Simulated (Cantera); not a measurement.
A closed system holds: 1 mol SiC, 8.9 mol N2, equilibrated at 75.0 Torr.

Points: T (K) = 2173, 2223, 2273, 2323, 2373, 2423, 2473, 2523, 2573, 2623.

Cantera's Mixture.equilibrate('TP', solver="vcs", rtol=1e-11, max_steps=5000) on the NASA tables stopped like this:

```
ERROR: FAILURE its = 5001!

*******************************************************************************
CanteraError thrown by MultiPhase::equilibrate:
VCS solver failed. Return code: -1
*******************************************************************************
```

**Question.** What got this run through?

**Answer.** This is not unique; one that fits is The failure is numerical, not chemical. The same input converged with solver="gibbs", rtol=1e-10, max_steps=50000, and the result passed a check of the equilibrium conditions:
```
log10 of partial pressures in bar; condensed amounts in mol
       T/K        N2        Si      SiC2      Si2C       SiN        CN       Si2      Si2N     C(gr)    SiC(b)
      2173    -1.000    -4.554    -5.616    -5.826    -5.803    -5.847    -7.378    -6.756  0.002311    0.9969
      2223    -1.000    -4.277    -5.256    -5.474    -5.569    -5.613    -6.992    -6.473  0.004402    0.9939
      2273    -1.001    -4.012    -4.913    -5.139    -5.345    -5.389    -6.623    -6.202  0.008113    0.9884
      2323    -1.001    -3.758    -4.584    -4.818    -5.131    -5.175    -6.271    -5.944   0.01451    0.9784
      2373    -1.002    -3.516    -4.270    -4.511    -4.926    -4.971    -5.933    -5.697   0.02524    0.9608
      2423    -1.003    -3.283    -3.969    -4.217    -4.730    -4.775    -5.610    -5.461   0.04282    0.9301
      2473    -1.006    -3.061    -3.681    -3.936    -4.542    -4.588    -5.300    -5.235     0.071    0.8773
      2523    -1.009    -2.847    -3.404    -3.666    -4.363    -4.409    -5.003    -5.019    0.1154    0.7879
      2573    -1.016    -2.641    -3.139    -3.407    -4.193    -4.239    -4.718    -4.814    0.1844    0.6375
      2623    -1.026    -2.444    -2.884    -3.158    -4.031    -4.077    -4.444    -4.618     0.291    0.3848
```

The gas is ideal and each condensed phase is pure. The tables' values for SiN are old estimates; treat these amounts as uncertain.
